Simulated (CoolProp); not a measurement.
Saturated liquid density (kg/m³) of nitrous oxide: the reference equation beside estimates from Tc = 309.5 K, pc = 7.245 MPa, ω = 0.161. Rackett uses Z = 0.29056 − 0.08775 ω.

Values from CoolProp's reference Helmholtz-energy equation of state, Lemmon 2006. It is a short technical equation, of lower accuracy than the large ones.

```json
[
 {"T (K)": "234.6", "reference": "1070", "Rackett": "1057", "van der Waals": "669.3", "Soave-Redlich-Kwong": "983.0", "Peng-Robinson": "1115"},
 {"T (K)": "237.9", "reference": "1057", "Rackett": "1045", "van der Waals": "661.8", "Soave-Redlich-Kwong": "969.8", "Peng-Robinson": "1100"},
 {"T (K)": "241.3", "reference": "1045", "Rackett": "1033", "van der Waals": "653.9", "Soave-Redlich-Kwong": "955.8", "Peng-Robinson": "1084"},
 {"T (K)": "244.6", "reference": "1032", "Rackett": "1021", "van der Waals": "646.0", "Soave-Redlich-Kwong": "941.8", "Peng-Robinson": "1069"},
 {"T (K)": "248", "reference": "1019", "Rackett": "1008", "van der Waals": "637.6", "Soave-Redlich-Kwong": "926.9", "Peng-Robinson": "1052"},
 {"T (K)": "251.4", "reference": "1005", "Rackett": "995.0", "van der Waals": "629.0", "Soave-Redlich-Kwong": "911.4", "Peng-Robinson": "1034"},
 {"T (K)": "254.7", "reference": "991.6", "Rackett": "982.0", "van der Waals": "620.4", "Soave-Redlich-Kwong": "895.8", "Peng-Robinson": "1016"},
 {"T (K)": "258.1", "reference": "977.2", "Rackett": "968.1", "van der Waals": "611.2", "Soave-Redlich-Kwong": "879.2", "Peng-Robinson": "997.5"},
 {"T (K)": "261.4", "reference": "962.8", "Rackett": "954.2", "van der Waals": "602.0", "Soave-Redlich-Kwong": "862.4", "Peng-Robinson": "978.4"},
 {"T (K)": "264.8", "reference": "947.4", "Rackett": "939.4", "van der Waals": "592.1", "Soave-Redlich-Kwong": "844.4", "Peng-Robinson": "957.7"},
 {"T (K)": "268.1", "reference": "931.9", "Rackett": "924.5", "van der Waals": "582.2", "Soave-Redlich-Kwong": "826.2", "Peng-Robinson": "936.8"},
 {"T (K)": "271.5", "reference": "915.4", "Rackett": "908.4", "van der Waals": "571.5", "Soave-Redlich-Kwong": "806.6", "Peng-Robinson": "914.1"}
]
```

Absolute difference from the reference over all 12 rows, mean and median: Rackett 1.0 and 1.0 %, van der Waals 37.5 and 37.4 %, Soave-Redlich-Kwong 9.7 and 9.5 %, Peng-Robinson 2.5 and 2.7 %.
